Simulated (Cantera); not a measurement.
Feed: 1 mol Cu₂O, 1.2 mol H₂, a varied amount of N₂, equilibrated at 1150 K and 0.530 bar.

Cantera equilibrium calculation (NASA polynomials, part measured and part estimated; ideal gas, pure solids and liquids). Candidate condensed phases: Cu, CuO, Cu(OH)₂, Cu₂O, H₂O; 27 gas species. Equilibrium is a limit: real reactors are often held back by kinetics, nucleation or transport.

At 1.8 mol N₂, list the 3 most abundant gas species with their mole fractions, and the condensed phases.

N₂ 0.600, H₂O 0.333, H₂ 0.0667. Condensed: Cu(s).
